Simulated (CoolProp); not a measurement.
The fluid at 502.47 K and 1.34 MPa is throttled through a valve to 0.289 MPa with no heat exchange. The same conditions are run with several fluids, on thermodynamics alone (safety and materials aside).

The numbers come from the reference Helmholtz-energy equation of state of each fluid (n-nonane: Lemmon 2006; ethylbenzene: Zhou 2012; decamethyltetrasiloxane (MD2M): Thol 2017; o-xylene: Zhou 2012; octamethylcyclotetrasiloxane (D4): Thol 2015) in CoolProp.

| fluid | temperature change (K) | final phase | final density (kg/m³) |
|---|---|---|---|
| n-nonane | ? | two-phase, vapour fraction 0.401 | 26.3 |
| ethylbenzene | ? | ? | 22.6 |
| decamethyltetrasiloxane (MD2M) | -0.1 | ? | 621 |
| o-xylene | ? | two-phase, vapour fraction 0.315 | 27.3 |
| octamethylcyclotetrasiloxane (D4) | ? | two-phase, vapour fraction 0.131 | 154 |

Some entries are withheld; supply them.


- n-nonane, temperature change (K): -34.0
- ethylbenzene, temperature change (K): -49.2
- ethylbenzene, final phase: two-phase, vapour fraction 0.388
- decamethyltetrasiloxane (MD2M), final phase: liquid
- o-xylene, temperature change (K): -40.4
- octamethylcyclotetrasiloxane (D4), temperature change (K): -7.0
